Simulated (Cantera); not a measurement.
Input: 1 mol H2S, 0.38 mol SO2, 0.04 mol O2, held at 13.3 mbar.

Cantera equilibrium calculation (NASA polynomials, part measured and part estimated; ideal gas, pure solids and liquids). Candidate condensed phases: H2O, H2SO4, S; 19 gas species. Kinetics and transport are ignored. All values below are at 1400 K.

Base state: H2O 0.404, S2 0.355, H2 0.133, H2S 0.0560, SO2 0.0458, SH 0.00230, SO 0.00209, S2O 0.00171 (mole fractions); condensed: gas only.

### Question
What changes in the equilibrium state with this change: H2S replaced by HF?

### Answer
```json
[
 {"species": "HF", "before": "0", "after": "0.704"},
 {"species": "SO2", "before": "0.0458", "after": "0.267"},
 {"species": "O2", "before": "<1e-9", "after": "0.0280"},
 {"species": "H2O", "before": "0.404", "after": "1.34e-5"},
 {"species": "S2", "before": "0.355", "after": "<1e-9"},
 {"species": "H2", "before": "0.133", "after": "<1e-9"},
 {"species": "H2S", "before": "0.0560", "after": "<1e-9"},
 {"species": "SH", "before": "0.00230", "after": "<1e-9"},
 {"species": "S2O", "before": "0.00171", "after": "<1e-9"}
]
```
